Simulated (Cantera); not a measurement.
Cantera run, input and output.

```python
import numpy as np
import cantera as ct

gas = ct.Solution("h2o2.yaml")
gas.TPX = 1423, 1200, {'H2': 0.095, 'O2': 1}
reactor = ct.IdealGasConstPressureReactor(gas, energy="off", clone=False)
net = ct.ReactorNet([reactor])
net.rtol, net.atol = 1e-08, 1e-18
show = ['H2', 'O2', 'O', 'H2O2', 'OH', 'HO2']
times = np.geomspace(2e-06, 300, 14)

steps = ct.SolutionArray(gas, extra=["t"])
rows = []
print(f"{'t/s':>10s}{'T/K':>9s}{'P/Pa':>11s}" + "".join(f"{s:>11s}" for s in show))
for t in times:
    while net.time < t:
        t_next = net.step()
        steps.append(gas.state, t=t_next)
    rows.append([np.interp(t, steps.t, y) for y in (steps.T, steps.P, *steps(*show).X.T)])
    print(f"{t:10.3e}{rows[-1][0]:9.1f}{rows[-1][1]:11.4g}" + "".join(f"{x:11.3e}" for x in rows[-1][2:]))
rate = np.gradient(steps.T, steps.t)
print("integrator steps:", len(steps.t))
if steps.T.max() > steps.T[0] + 200:
    print(f"time of steepest temperature rise: {steps.t[rate.argmax()]:.4e} s")
gas.TPX = 1423, 1200, {'H2': 0.095, 'O2': 1}
gas.equilibrate("TP")
print(f"equilibrium (TP): T = {gas.T:.1f} K  " + "  ".join(f"{s} {gas[s].X[0]:.3e}" for s in show))
```

Result:

```
       t/s      T/K       P/Pa         H2         O2          O       H2O2         OH        HO2
 2.000e-06   1423.0       1200  8.676e-02  9.132e-01  2.004e-10  1.531e-13  1.993e-10  4.562e-09
 8.511e-06   1423.0       1200  8.676e-02  9.132e-01  3.241e-09  2.759e-12  3.167e-09  1.941e-08
 3.622e-05   1423.0       1200  8.676e-02  9.132e-01  4.306e-08  4.942e-11  3.952e-08  8.256e-08
 1.541e-04   1423.0       1200  8.676e-02  9.132e-01  8.489e-07  8.568e-10  7.133e-07  3.509e-07
 6.558e-04   1423.0       1200  7.862e-02  9.073e-01  3.490e-03  1.574e-08  2.773e-03  1.673e-06
 2.790e-03   1423.0       1200  2.271e-03  8.458e-01  5.534e-02  7.550e-08  9.862e-03  2.562e-06
 1.187e-02   1423.0       1200  2.009e-03  8.543e-01  4.785e-02  7.491e-08  9.320e-03  2.512e-06
 5.053e-02   1423.0       1200  1.200e-03  8.779e-01  2.704e-02  6.786e-08  7.300e-03  2.198e-06
 2.150e-01   1423.0       1200  2.462e-04  9.025e-01  5.279e-03  3.749e-08  3.351e-03  1.058e-06
 9.150e-01   1423.0       1200  2.136e-05  9.084e-01  4.517e-04  1.053e-08  9.911e-04  1.970e-07
 3.893e+00   1423.0       1200  2.184e-06  9.091e-01  4.612e-05  2.509e-09  3.175e-04  7.462e-08
 1.657e+01   1423.0       1200  5.953e-07  9.092e-01  1.258e-05  1.257e-09  1.659e-04  1.004e-07
 7.050e+01   1423.0       1200  5.582e-07  9.092e-01  1.180e-05  1.230e-09  1.606e-04  1.028e-07
 3.000e+02   1423.0       1200  5.582e-07  9.092e-01  1.180e-05  1.230e-09  1.606e-04  1.028e-07
integrator steps: 1810
equilibrium (TP): T = 1423.0 K  H2 5.582e-07  O2 9.092e-01  O 1.180e-05  H2O2 1.230e-09  OH 1.606e-04  HO2 1.028e-07
```

Cantera simulation using the H2/O2 subset of GRI-Mech 3.0, which has no nitrogen chemistry; the numbers are that mechanism's predictions, not measurements. Radical loss at walls, strong at low pressure, is not modelled. The temperature is held fixed by assumption; the heat of reaction is taken as removed at once.
